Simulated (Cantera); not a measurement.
Feed: 1 mol Al2O3, 45 mol H2, 0.6 mol N2, held at 650000 Pa.

Method: chemical equilibrium by Gibbs-energy minimisation in Cantera with the NASA 1993 tables (ideal gas, pure condensed phases). Candidate condensed phases: Al, AlN, Al2O3, H2O; 35 gas species. Mutual solubility and eutectic melting of coexisting phases are not modelled. The tables' values for AlOH are old estimates; treat these amounts as uncertain. Condensed phases not in the tables: aluminium oxynitride. Kinetics and transport are ignored.

x: gas mole fraction; n: condensed amount in mol.

```tsv
T (K)	x H2	x N2	x H	x NH3	x H2O	x Al	x Al2O	n Al2O3(s)	n AlN(s)
923	0.986	0.0128	9.53e-11	0.000728	8.76e-8	<1e-12	<1e-12	1.000	0
1023	0.987	0.0130	1.61e-9	0.000364	3.04e-7	<1e-12	<1e-12	1.000	0
1123	0.987	0.0131	1.66e-8	0.000204	8.35e-7	<1e-12	<1e-12	1.000	0
1223	0.987	0.0131	1.17e-7	0.000125	1.93e-6	<1e-12	<1e-12	1.000	0
1323	0.987	0.0131	6.18e-7	8.27e-5	3.91e-6	<1e-12	<1e-12	1.000	0
1423	0.987	0.0131	2.59e-6	5.77e-5	7.13e-6	2.05e-12	<1e-12	1.000	0.000217
1523	0.987	0.0131	9.01e-6	4.22e-5	1.20e-5	7.04e-11	1.55e-12	1.000	0.000364
1623	0.987	0.0131	2.69e-5	3.21e-5	1.88e-5	1.55e-9	8.04e-11	1.000	0.000570
1723	0.987	0.0131	7.11e-5	2.52e-5	2.79e-5	2.39e-8	2.61e-9	1.000	0.000844
1823	0.987	0.0131	(withheld)	(withheld)	(withheld)	(withheld)	(withheld)	0.999	(withheld)
1923	0.986	0.0131	0.000367	1.68e-5	5.39e-5	2.36e-6	8.99e-7	0.999	0.00137
2023	0.986	0.0131	0.000740	1.41e-5	7.12e-5	1.66e-5	1.07e-5	0.999	0.000190
2123	0.985	0.0131	(withheld)	(withheld)	(withheld)	(withheld)	(withheld)	0.997	0
2223	0.984	0.0131	0.00249	1.05e-5	0.000357	8.72e-5	7.75e-5	0.993	0
```

Problem. What belongs in the gaps?

Solution. 
- 1823, x H: 0.000169
- 1823, x NH3: 2.03e-5
- 1823, x H2O: 3.95e-5
- 1823, x Al: 2.70e-7
- 1823, x Al2O: 5.71e-8
- 1823, n AlN(s): 0.00117
- 2123, x H: 0.00140
- 2123, x NH3: 1.21e-5
- 2123, x H2O: 0.000163
- 2123, x Al: 4.08e-5
- 2123, x Al2O: 3.14e-5
